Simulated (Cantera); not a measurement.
Mixture: C3H8 : O2 : N2 = 1 : 4.55 : 17.1 (molar parts), equivalence ratio 1.1, at 16.0 bar, adiabatic and at constant pressure. Ignition delay is the time to a rise of 400 K.

Computed with Cantera and GRI-Mech 3.0 (53 species, 325 reactions). GRI-Mech 3.0 was tuned for natural gas; its chemistry of propane as a main component is partial and can be far from experiment. The pressure lies above the range GRI-Mech 3.0 was tuned for (to about 10 atm).

### Question
What does this change do: 1.1 parts CO2 added?

### Answer
```json
[
 {"quantity": "delay at 1275 K", "before": "0.338 ms", "after": "0.353 ms"},
 {"quantity": "delay at 1475 K", "before": "20.5 µs", "after": "21.5 µs"},
 {"quantity": "delay at 1675 K", "before": "3.28 µs", "after": "3.46 µs"},
 {"quantity": "delay at 1875 K", "before": "1.07 µs", "after": "1.13 µs"},
 {"quantity": "delay at 2075 K", "before": "0.533 µs", "after": "0.558 µs"},
 {"quantity": "apparent activation energy between 1875 and 2075 K", "before": "110 kJ/mol", "after": "110 kJ/mol"}
]
```
